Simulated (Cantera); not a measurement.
An adiabatic, constant-volume homogeneous reactor starts with C2H4 : O2 : N2 : H2O = 1 : 5.36 : 20.1 : 0.76 (molar parts), equivalence ratio 0.56, at 1475 K and 315 Torr. Integrator tolerance rtol = 1e-08.

Model: GRI-Mech 3.0 (53 species, 325 reactions), integrated in Cantera. GRI-Mech 3.0 was tuned for natural gas; its chemistry of ethylene as a main component is partial and can be far from experiment.

Task: What does this change do: O2 5.36 to 2.9 parts?

Result: 
| quantity | before | after |
|---|---|---|
| time of steepest temperature rise | 92.6 µs | 0.112 ms |
| temperature at 0.300 s | 2630 K | 2640 K |
| equilibrium temperature | 2630 K | 2640 K |
| x(C2H4) at 0.300 s | <1e-12 (gas-phase equilibrium <1e-12) | <1e-12 (gas-phase equilibrium <1e-12) |
| x(O2) at 0.300 s | 0.0789 (gas-phase equilibrium 0.0789) | 0.0119 (gas-phase equilibrium 0.0119) |
| x(H2O) at 0.300 s | 0.0857 (gas-phase equilibrium 0.0857) | 0.0894 (gas-phase equilibrium 0.0894) |
| x(N2O) at 0.300 s | 7.75e-7 (gas-phase equilibrium 7.75e-7) | 3.38e-7 (gas-phase equilibrium 3.38e-7) |
| x(HCN) at 0.300 s | 5.92e-11 (gas-phase equilibrium 5.92e-11) | 5.91e-10 (gas-phase equilibrium 5.91e-10) |
